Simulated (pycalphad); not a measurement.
Source of the numbers: pycalphad with the COST 507 light-alloy database (1999); pressure 1 atm. The data set is of 1999 and partly superseded. Kinetics are ignored, which matters at the lower temperatures.

Molar enthalpy of Si-38.1Cu (at.%) in equilibrium (SER reference):

| T (°C) | H (kJ/mol) | phases |
|---|---|---|
| 1577 | 71.25 | liquid |
| 1502 | 69.09 | liquid |
| 1427 | 66.93 | liquid |
| 1352 | 64.77 | liquid |
| 1277 | 62.60 | liquid |
| 1202 | 60.43 | liquid |
| 1177 | 59.71 | liquid |
| 1127 | 52.52 | liquid + diamond (Si) |
| 1052 | 42.14 | liquid + diamond (Si) |
| 977 | 35.36 | liquid + diamond (Si) |
| 902 | 30.57 | liquid + diamond (Si) |
| 827 | 26.86 | liquid + diamond (Si) |
| 777 | 20.22 | CU19SI6_ETA + diamond (Si) |
| 752 | 19.53 | CU19SI6_ETA + diamond (Si) |
| 677 | 17.50 | CU19SI6_ETA + diamond (Si) |
| 602 | 15.49 | CU19SI6_ETA + diamond (Si) |
| 527 | 13.51 | CU19SI6_ETA + diamond (Si) |
| 452 | 11.55 | CU19SI6_ETA + diamond (Si) |
| 377 | 9.63 | CU19SI6_ETA + diamond (Si) |
| 302 | 7.74 | CU19SI6_ETA + diamond (Si) |
| 227 | 5.89 | CU19SI6_ETA + diamond (Si) |

Cooling from 1177 °C to 777 °C, across the freezing range, releases 39.5 kJ/mol, or 949 J/g. The slope is 29 J/(mol K) in the liquid and 27 J/(mol K) just below the solidus, where it includes any heat of precipitation. Liquidus 1162 °C, solidus 801 °C. Changes were sought between steps of 25 K, so a narrower field can be missed.

Database names, with the compositions (at.%) that they take in these runs: CU19SI6_ETA: Cu 76 Si 24.
